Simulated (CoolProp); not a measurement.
Vapour-liquid equilibrium of hydrogen chloride (1) + n-butane (2) at 198 K; x and y are mole fractions of (1).

Computed with CoolProp (multi-fluid Helmholtz-energy mixture model, Thol 2018 and Bücker 2006; pair parameters Bell 2016).

Problem. Give the bubble pressure and the first vapour's composition at x = 0.05, 0.125, 0.275. Is there an azeotrope?

Solution. x = 0.05: 0.2882 bar, y = 0.944; x = 0.125: 0.6630 bar, y = 0.977; x = 0.275: 1.178 bar, y = 0.988. No azeotrope shows between x = 0.05 and 0.95.

Pair parameters are fitted to limited data, so mixtures are less certain than the pure fluids. With so large a gap from Raoult's law the liquid may split in two, which this calculation doesn't test in full.
